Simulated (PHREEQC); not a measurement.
A column of 1 m (30 cells, dispersivity 0.05 m, 60 s a shift, diffusion coefficient 3e-10 m²/s) holds 0.13 eq of the database's cation exchanger X per kg of pore water, first in equilibrium with 28 mmol/kgw NaCl, 0.69 mmol/kgw KBr and 0.01 mmol/kgw HCl. It is flushed with 0.0077 mol/kgw MnCl2, 0.042 mol/kgw BaCl2 and 1e-05 mol/kgw HCl, at 25 °C. Values are for the last cell. CO2 from the air is kept out. Nothing may precipitate in this run.

Model: ion-association model, phreeqc.dat, run in PHREEQC.

Predict Ba in solution (mol/kgw), Mn in solution (mol/kgw), Br in solution (mol/kgw), Na in solution (mol/kgw) at pore volumes = 0.85, 2.517, 3.35.


| pore volumes | Ba in solution (mol/kgw) | Mn in solution (mol/kgw) | Br in solution (mol/kgw) | Na in solution (mol/kgw) |
|---|---|---|---|---|
| 0.85 | 0 | 0 | 0.000443 | 0.0527 |
| 2.517 | 0.0293 | 0.0114 | 4.71e-7 | 0.00893 |
| 3.35 | 0.0407 | 0.00805 | 7.73e-9 | 0.000278 |
